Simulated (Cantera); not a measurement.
What does this Cantera script print?

```python
import numpy as np
import cantera as ct

gas_names = [...]  # 136 gases of nasa_gas.yaml made of C, H, N, O
cond_names = """
    C(gr) C6H6(L) C7H8(L) C8H18(L),n-octa H2O(s) H2O(L)
""".split()


# ... load() reads the species with a 1 bar reference pressure and builds the phases ...
atoms = {
    'C2H6': {'C': 2, 'H': 6},
    'NH3': {'N': 1, 'H': 3},
    'H2': {'H': 2},
    'H2O': {'H': 2, 'O': 1},
}
top_T = {'C(gr)': 4500}  # K; cautious upper limits of use, not melting points


# ... equilibrate(T, P, feed) seeds the gas with the atoms and calls Mixture.equilibrate('TP', solver="vcs", rtol=1e-11, max_steps=5000) ...
results = []
T = 1673.15  # K
P = 133.322  # Pa
for m in [0.35, 0.52, 0.79, 1.2, 1.8, 2.7, 4.1]:
    feed = {'C2H6': 1, 'NH3': 0.015, 'H2': 0.52, 'H2O': m}  # mol
    mix = equilibrate(T, P, feed)
    results.append((T, P, feed, dict(zip(mix.species_names, mix.species_moles))))
    x = sorted(zip(gas.X, gas.species_names), reverse=True)
    print(f"T = {T:g} K  P = {P:g} Pa  n(H2O) = {m:g} mol  gas = {mix.phase_moles(0):.4g} mol")
    print("   x: " + "  ".join(f"{s} {v:.3e}" for v, s in x if v > 1e-06))
    print("   condensed (mol): " + ("  ".join(f"{mix.phase(i).name} {mix.phase_moles(i):.4g}"
          for i in range(1, mix.n_phases) if mix.phase_moles(i) > 1e-12) or "none"))
```

Output:

```
T = 1673.15 K  P = 133.322 Pa  n(H2O) = 0.35 mol  gas = 4.256 mol
   x: H2 9.129e-01  CO 8.223e-02  H 2.984e-03  N2 1.698e-03  HCN 1.242e-04  C2H2,acetylene 5.209e-05  HNC 3.468e-06  CH4 1.348e-06
   condensed (mol): C(gr) 1.649
T = 1673.15 K  P = 133.322 Pa  n(H2O) = 0.52 mol  gas = 4.597 mol
   x: H2 8.822e-01  CO 1.131e-01  H 2.934e-03  N2 1.571e-03  HCN 1.175e-04  C2H2,acetylene 5.034e-05  HNC 3.280e-06  CH4 1.259e-06
   condensed (mol): C(gr) 1.479
T = 1673.15 K  P = 133.322 Pa  n(H2O) = 0.79 mol  gas = 5.137 mol
   x: H2 8.418e-01  CO 1.538e-01  H 2.866e-03  N2 1.404e-03  HCN 1.085e-04  C2H2,acetylene 4.803e-05  HNC 3.029e-06  CH4 1.146e-06
   condensed (mol): C(gr) 1.209
T = 1673.15 K  P = 133.322 Pa  n(H2O) = 1.2 mol  gas = 5.958 mol
   x: H2 7.945e-01  CO 2.014e-01  H 2.784e-03  N2 1.209e-03  HCN 9.775e-05  C2H2,acetylene 4.533e-05  HNC 2.730e-06  CH4 1.021e-06
   condensed (mol): C(gr) 0.7989
T = 1673.15 K  P = 133.322 Pa  n(H2O) = 1.8 mol  gas = 7.16 mol
   x: H2 7.448e-01  CO 2.514e-01  H 2.696e-03  N2 1.003e-03  HCN 8.623e-05  C2H2,acetylene 4.249e-05  HNC 2.408e-06
   condensed (mol): C(gr) 0.1988
T = 1673.15 K  P = 133.322 Pa  n(H2O) = 2.7 mol  gas = 8.261 mol
   x: H2 6.777e-01  CO 2.341e-01  H2O 7.671e-02  CO2 8.012e-03  H 2.571e-03  N2 9.079e-04  OH 1.401e-05
   condensed (mol): none
T = 1673.15 K  P = 133.322 Pa  n(H2O) = 4.1 mol  gas = 9.662 mol
   x: H2 5.915e-01  H2O 1.983e-01  CO 1.880e-01  CO2 1.905e-02  H 2.402e-03  N2 7.762e-04  OH 3.875e-05
   condensed (mol): none
```

These are equilibrium values from Cantera (NASA tables, ideal gas, pure condensed phases), not measurements of a reactor.
